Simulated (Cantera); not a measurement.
Charge: 1 mol Al₂O₃, 0.033 mol I₂, equilibrated at 0.0410 bar.

Method: chemical equilibrium by Gibbs-energy minimisation in Cantera with the NASA 1993 tables (ideal gas, pure condensed phases). Candidate condensed phases: Al, AlI₃, Al₂O₃, I₂; 14 gas species. Equilibrium is a limit: real reactors are often held back by kinetics, nucleation or transport.

x: gas mole fraction; n: condensed amount in mol.

| T (K) | x I₂ | x I | x O | x AlI | x AlI₃ | n Al₂O₃(s) |
|---|---|---|---|---|---|---|
| 700 | 0.995 | 0.00526 | <1e-12 | <1e-12 | <1e-12 | 1.00 |
| 775 | 0.981 | 0.0186 | <1e-12 | <1e-12 | <1e-12 | 1.00 |
| 850 | 0.948 | 0.0523 | <1e-12 | <1e-12 | <1e-12 | 1.00 |
| 925 | 0.879 | 0.121 | <1e-12 | <1e-12 | <1e-12 | 1.00 |
| 1000 | 0.761 | 0.239 | <1e-12 | <1e-12 | <1e-12 | 1.00 |
| 1075 | 0.596 | 0.404 | <1e-12 | <1e-12 | <1e-12 | 1.00 |
| 1150 | … | … | <1e-12 | <1e-12 | … | 1.00 |
| 1225 | 0.249 | 0.751 | 1.08e-12 | <1e-12 | 3.40e-11 | 1.00 |
| 1300 | 0.137 | 0.863 | 8.20e-12 | <1e-12 | 1.23e-10 | 1.00 |
| 1375 | 0.0723 | 0.928 | 4.84e-11 | <1e-12 | 3.48e-10 | 1.00 |
| 1450 | 0.0385 | 0.962 | 2.28e-10 | 7.54e-12 | 8.52e-10 | 1.00 |
| 1525 | 0.0212 | 0.979 | 9.05e-10 | 1.11e-10 | 1.89e-9 | 1.00 |
| 1600 | … | 0.988 | … | … | … | 1.00 |
| 1675 | 0.00725 | 0.993 | 1.16e-8 | 8.66e-9 | 5.45e-9 | 1.00 |

Problem. Some entries are withheld; supply them.

Solution. 
- 1150, x I₂: 0.411
- 1150, x I: 0.589
- 1150, x AlI₃: 7.18e-12
- 1600, x I₂: 0.0121
- 1600, x O: 3.23e-9
- 1600, x AlI: 1.20e-9
- 1600, x AlI₃: 3.66e-9
